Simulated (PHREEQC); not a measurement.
1 kg of water holding 67 mmol/kgw MgSO4 and 61 mmol/kgw MgCl2 is evaporated at 40 °C; the solids stay in contact with the brine. No CO2 enters from the air. The run lets Bischofite, Brucite, Epsomite, Hexahydrite, Kieserite, MgCl2_4H2O precipitate or redissolve, and no other solid.

Base run: PHREEQC, Pitzer model, pitzer.dat. Each further column changes one thing. The table gives water activity.

```
H2O removed (mol)   base  temperature from 40 to 50 °C  temperature from 40 to 5 °C
-----------------  -----  ----------------------------  ---------------------------
0                  0.996                         0.996                        0.996
30.18              0.991                         0.991                        0.991
41.44              0.983                         0.983                        0.983
49.09              0.958                         0.959                          ___
52.58              0.873                         0.877                          ___
53.88              0.699                         0.692                          ___
54.76              0.435                         0.446                          ___
```

**Question.** Complete the blanks.

**Answer.** 
- 49.09, temperature from 40 to 5 °C: 0.956
- 52.58, temperature from 40 to 5 °C: 0.871
- 53.88, temperature from 40 to 5 °C: 0.707
- 54.76, temperature from 40 to 5 °C: 0.400

Constants without temperature data keep their 25 °C values here.
